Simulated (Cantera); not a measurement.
## Silicon oxide and oxynitride deposition: SiH4 + H2O + H2

Charge: 1 mol SiH4, 12 mol H2O, 7.2 mol H2, held at 57.0 Pa.

Method: chemical equilibrium by Gibbs-energy minimisation in Cantera with the NASA 1993 tables (ideal gas, pure condensed phases). Candidate condensed phases: H2O, Si, SiO2; 18 gas species. The tables hold silica as quartz up to 1696 K and as liquid above; real silica turns to tridymite and cristobalite and melts near 1996 K. Equilibrium is a limit: real reactors are often held back by kinetics, nucleation or transport.

```tsv
T (K)	x H2	x H2O	x H	x OH	n SiO2(α-quartz)	n SiO2(β-quartz)
625	0.528	0.472	<1e-12	<1e-12	1.00	0
675	0.528	0.472	<1e-12	<1e-12	1.00	0
725	0.528	0.472	2.84e-12	<1e-12	1.00	0
775	0.528	0.472	3.02e-11	<1e-12	1.00	0
825	0.528	0.472	2.42e-10	<1e-12	1.00	0
875	0.528	0.472	1.53e-9	<1e-12	0	1.00
925	0.528	0.472	7.93e-9	8.37e-12	0	1.00
975	0.528	0.472	3.48e-8	5.64e-11	0	1.00
1025	0.528	0.472	1.33e-7	3.16e-10	0	1.00
1075	0.528	0.472	4.47e-7	1.51e-9	0	1.00
1125	0.528	0.472	1.35e-6	6.29e-9	0	1.00
1175	0.528	0.472	3.73e-6	2.32e-8	0	1.00
```
x: gas mole fraction; n: condensed amount in mol.

From 625 K to 825 K the condensed part is SiO2(α-quartz). From 875 K to 1175 K the condensed part is SiO2(β-quartz).
